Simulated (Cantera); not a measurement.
A freely propagating, adiabatic, planar premixed flame of CH4 : O2 : N2 = 1 : 2 : 7.52 (molar parts), equivalence ratio 1.0, unburnt at 448 K and 3980 Torr; mixture-averaged transport, grid criteria slope 0.08 and curve 0.16, no radiation.

Cantera simulation using GRI-Mech 3.0 (53 species, 325 reactions); the numbers are that mechanism's predictions, not measurements. Burning velocities carry a grid error of a few per cent, more on coarse grids.

**Question.** Predict: laminar burning velocity; thermal thickness; peak x(C2H); peak x(C2H4); peak x(OH).

**Answer.** 
```
Property                     Result
------------------------  ---------
laminar burning velocity  39.2 cm/s
thermal thickness          0.119 mm
peak x(C2H)                 3.40e-7
peak x(C2H4)               0.000714
peak x(OH)                  0.00648
```
